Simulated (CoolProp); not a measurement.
R13 at 327.74 K and 5.29 MPa is throttled through a valve to 2.04 MPa with no heat exchange. Each further row changes one setting.

Computed with CoolProp (reference Helmholtz-energy equation of state, Platzer 1990). This equation is an older, rougher fit; its heat capacities, sound speeds and derivatives of the liquid may be far off and weren't checked against measurements.

```json
[
 {"case": "as stated", "temperature change (K)": "-44.5", "final density (kg/m³)": "126"},
 {"case": "outlet pressure 0.612 MPa", "temperature change (K)": "-69.6", "final density (kg/m³)": "33.0"},
 {"case": "outlet pressure 2.65 MPa", "temperature change (K)": "-34.5", "final density (kg/m³)": "173"}
]
```
